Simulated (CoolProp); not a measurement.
Values from CoolProp's reference Helmholtz-energy equation of state, Zhou 2012.

Task: Give the vapour pressure (kPa), liquid density (kg/m³), vapour density (kg/m³), enthalpy of vaporisation (kJ/kg) of saturated m-xylene at 219.85, 271.75 °C.

Result: 
| T (°C) | p (kPa) | liquid density (kg/m³) | vapour density (kg/m³) | enthalpy of vaporisation (kJ/kg) |
|---|---|---|---|---|
| 219.85 | 594 | 666 | 18.1 | 283 |
| 271.75 | 1370 | 591 | 44.2 | 228 |
